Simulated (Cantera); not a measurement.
A perfectly stirred reactor is fed with H₂ : O₂ : N₂ = 1 : 0.294 : 1.11 (molar parts), equivalence ratio 1.7, at 70000 Pa; it is adiabatic with a 500 K inlet, and is followed from long to short residence time, starting on the burning branch (τ in s: 0.056, 0.027, 0.013, 0.006, 0.0029, 0.0014, 0.00064, 0.00031, 0.00014, 6.9e-05, 3.3e-05).

Computed with Cantera and GRI-Mech 3.0 (53 species, 325 reactions).

### Question
What does this change do: inlet temperature 500 to 450 K?

### Answer
| quantity | before | after |
|---|---|---|
| blow-out, bracketed by the residence times tried | burning at 33.0 µs, the shortest tried | burning at 33.0 µs, the shortest tried |
| x(H₂) at τ = 56.0 ms | 0.191 | 0.191 |
| x(O₂) at τ = 56.0 ms | 5.90e-5 | 5.58e-5 |
| x(NO) at τ = 56.0 ms | 8.41e-5 | 6.28e-5 |
| x(H) at τ = 56.0 ms | 0.00867 | 0.00819 |
| x(NO₂) at τ = 56.0 ms | 6.24e-10 | 4.03e-10 |
| x(H₂) at τ = 1.40 ms | 0.178 | 0.178 |
| x(O₂) at τ = 1.40 ms | 0.000863 | 0.000837 |
| x(NO) at τ = 1.40 ms | 3.27e-5 | 2.84e-5 |
| x(H) at τ = 1.40 ms | 0.0377 | 0.0372 |
| x(NO₂) at τ = 1.40 ms | 2.40e-10 | 1.95e-10 |
